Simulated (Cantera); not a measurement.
An isothermal, constant-pressure homogeneous reactor starts with CH4 : CO2 : H2 = 1 : 3 : 1.2 (molar parts), at 1450 K and 4.93 atm.

Detailed kinetics in Cantera: GRI-Mech 3.0 (53 species, 325 reactions).

x: mole fraction; the columns are a selection and need not sum to one.

```csv
t (s),x CH4,x CO2,x H2,x HO2,x O,x C2H6,x C2H2
3.00e-5,0.192,0.577,0.231,<1e-12,<1e-12,[?],<1e-12
0.000196,0.192,0.577,0.231,<1e-12,<1e-12,[?],1.17e-9
0.00128,0.192,0.576,0.230,<1e-12,<1e-12,[?],3.82e-7
0.00838,0.191,0.571,0.226,<1e-12,<1e-12,[?],5.34e-5
0.0548,0.184,0.539,0.203,<1e-12,<1e-12,[?],0.00159
0.358,0.143,0.400,0.124,<1e-12,<1e-12,[?],0.0151
2.34,0.0633,0.249,0.119,<1e-12,<1e-12,[?],0.0349
15.3,0.0543,0.190,0.170,<1e-12,<1e-12,[?],0.0103
100,0.0224,0.135,0.238,<1e-12,<1e-12,[?],0.000651
```

Fill in the missing entries.


- 3.00e-5, x C2H6: 7.92e-8
- 0.000196, x C2H6: 7.88e-6
- 0.00128, x C2H6: 6.55e-5
- 0.00838, x C2H6: 0.000124
- 0.0548, x C2H6: 0.000140
- 0.358, x C2H6: 0.000155
- 2.34, x C2H6: 8.29e-5
- 15.3, x C2H6: 4.61e-5
- 100, x C2H6: 5.70e-6
